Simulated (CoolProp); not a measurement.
C3F8 (R218) at several states: Z from the reference equation and from simpler models built on Tc = 345.0 K, pc = 2.640 MPa, ω = 0.317; each cubic takes its own stable root.

Values from CoolProp's reference Helmholtz-energy equation of state, Lemmon 2006. It is a short technical equation, of lower accuracy than the large ones.

| T (K) | p (MPa) | phase | reference |
|---|---|---|---|
| 293 | 0.0553 | gas | 0.9877 |
| 377.3 | 3.92 | supercritical | 0.5078 |
| 331.7 | 1.07 | gas | 0.8190 |
| 309.7 | 0.0411 | gas | 0.9925 |
| 355.2 | 0.027 | gas | 0.9970 |
| 218 | 3.52 | liquid | 0.2156 |

Task: How far does each simpler model (van der Waals, Redlich-Kwong, Peng-Robinson) lie from the reference over these 6 states: mean and median of the absolute difference, and the worst?

Result: 
- van der Waals: mean 12.6 %, median 1.9 %, worst +57.4 % at 218 K and 3.52 MPa
- Redlich-Kwong: mean 2.8 %, median 0.4 %, worst +8.8 % at 218 K and 3.52 MPa
- Peng-Robinson: mean 1.6 %, median 0.4 %, worst -7.0 % at 218 K and 3.52 MPa
